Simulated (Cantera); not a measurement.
Charge: 1 mol Al, 13 mol O₂, 46 mol H₂, 39 mol N₂, held at 0.270 Torr.

Cantera equilibrium calculation (NASA polynomials, part measured and part estimated; ideal gas, pure solids and liquids). Candidate condensed phases: Al, AlN, Al₂O₃, H₂O; 35 gas species. Rates play no part. All values below are at 727 °C.

Base state: N₂ 0.459, H₂O 0.288, H₂ 0.253 (mole fractions); condensed: Al₂O₃(s).

Q: What changes in the equilibrium state with this change: Al replaced by Al(CH₃)₃?

A: 
```tsv
species	before	after
N₂	0.459	0.422
H₂	0.253	0.329
H₂O	0.288	0.217
CO	0	0.0167
CO₂	0	0.0158
Al₂O₃(s), mol	0.500	0.500
```
The feed counts by its element totals alone. Further candidate phases: C, C₆H₆, C₇H₈, C₈H₁₈.
